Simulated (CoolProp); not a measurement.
Properties of dimethyl carbonate along the isotherm 298.1 K.

Computed with CoolProp (reference Helmholtz-energy equation of state, Zhou 2011).

```
p (MPa)   phase  cp (kJ/(kg K))  cv (kJ/(kg K))  isothermal compressibility (1/MPa)  expansivity (1/kK)  fugacity coefficient
-------  ------  --------------  --------------  ----------------------------------  ------------------  --------------------
4.91     liquid           1.827           1.347                           0.0008543               1.212              0.001738
9.82     liquid           1.823           1.349                           0.0008198               1.181              0.001027
14.7     liquid           1.818           1.351                           0.0007885               1.153             0.0008089
19.6     liquid           1.815           1.354                           0.0007597               1.127             0.0007156
24.5     liquid           1.811           1.356                           0.0007332               1.102             0.0006748
29.5     liquid           1.808           1.358                           0.0007082               1.079             0.0006625
```
